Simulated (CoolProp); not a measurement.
Saturated liquid density (kg/m³) of ammonia: the reference equation beside estimates from Tc = 132.4 °C, pc = 11.36 MPa, ω = 0.256. Rackett uses Z = 0.29056 − 0.08775 ω.

Computed with CoolProp (reference Helmholtz-energy equation of state, Gao 2020).

```json
[
 {"T (°C)": "-18.35", "reference": "662.9", "Rackett": "577.3", "van der Waals": "346.8", "Redlich-Kwong": "508.7", "Soave-Redlich-Kwong": "525.7", "Peng-Robinson": "___"},
 {"T (°C)": "-10.35", "reference": "652.5", "Rackett": "568.5", "van der Waals": "341.7", "Redlich-Kwong": "499.9", "Soave-Redlich-Kwong": "517.6", "Peng-Robinson": "585.1"},
 {"T (°C)": "-2.45", "reference": "642.0", "Rackett": "559.6", "van der Waals": "336.6", "Redlich-Kwong": "490.9", "Soave-Redlich-Kwong": "509.2", "Peng-Robinson": "576.0"},
 {"T (°C)": "5.55", "reference": "___", "Rackett": "550.4", "van der Waals": "331.2", "Redlich-Kwong": "481.3", "Soave-Redlich-Kwong": "500.3", "Peng-Robinson": "566.2"},
 {"T (°C)": "13.55", "reference": "619.7", "Rackett": "540.9", "van der Waals": "325.6", "Redlich-Kwong": "471.4", "Soave-Redlich-Kwong": "490.9", "Peng-Robinson": "555.9"},
 {"T (°C)": "21.55", "reference": "608.1", "Rackett": "531.1", "van der Waals": "319.8", "Redlich-Kwong": "461.0", "Soave-Redlich-Kwong": "481.0", "Peng-Robinson": "545.0"},
 {"T (°C)": "29.55", "reference": "596.1", "Rackett": "521.0", "van der Waals": "313.7", "Redlich-Kwong": "450.2", "Soave-Redlich-Kwong": "470.5", "Peng-Robinson": "533.4"},
 {"T (°C)": "37.55", "reference": "583.5", "Rackett": "510.5", "van der Waals": "307.4", "Redlich-Kwong": "438.8", "Soave-Redlich-Kwong": "459.4", "Peng-Robinson": "521.1"},
 {"T (°C)": "45.45", "reference": "570.7", "Rackett": "499.7", "van der Waals": "300.8", "Redlich-Kwong": "427.1", "Soave-Redlich-Kwong": "447.7", "Peng-Robinson": "508.0"},
 {"T (°C)": "53.45", "reference": "557.0", "Rackett": "488.3", "van der Waals": "293.9", "Redlich-Kwong": "414.5", "Soave-Redlich-Kwong": "435.2", "Peng-Robinson": "493.9"},
 {"T (°C)": "61.45", "reference": "542.7", "Rackett": "476.3", "van der Waals": "286.5", "Redlich-Kwong": "401.3", "Soave-Redlich-Kwong": "421.8", "Peng-Robinson": "478.8"},
 {"T (°C)": "69.45", "reference": "527.4", "Rackett": "463.7", "van der Waals": "___", "Redlich-Kwong": "387.2", "Soave-Redlich-Kwong": "407.4", "Peng-Robinson": "462.4"},
 {"T (°C)": "77.45", "reference": "511.2", "Rackett": "450.3", "van der Waals": "270.4", "Redlich-Kwong": "372.2", "Soave-Redlich-Kwong": "391.8", "Peng-Robinson": "444.6"},
 {"T (°C)": "85.45", "reference": "493.6", "Rackett": "___", "van der Waals": "261.4", "Redlich-Kwong": "356.1", "Soave-Redlich-Kwong": "374.9", "Peng-Robinson": "425.1"},
 {"T (°C)": "93.35", "reference": "474.5", "Rackett": "420.2", "van der Waals": "251.7", "Redlich-Kwong": "338.8", "Soave-Redlich-Kwong": "356.5", "Peng-Robinson": "403.7"}
]
```

Q: Fill in the missing entries.

A: 
- -18.35, Peng-Robinson: 593.9
- 5.55, reference: 631.0
- 69.45, van der Waals: 278.7
- 85.45, Rackett: 435.8

Absolute difference from the reference over all 15 rows, mean and median: Rackett 12.4 and 12.5 %, van der Waals 47.3 and 47.3 %, Redlich-Kwong 25.2 and 24.8 %, Soave-Redlich-Kwong 21.8 and 21.3 %, Peng-Robinson 11.4 and 10.7 %.
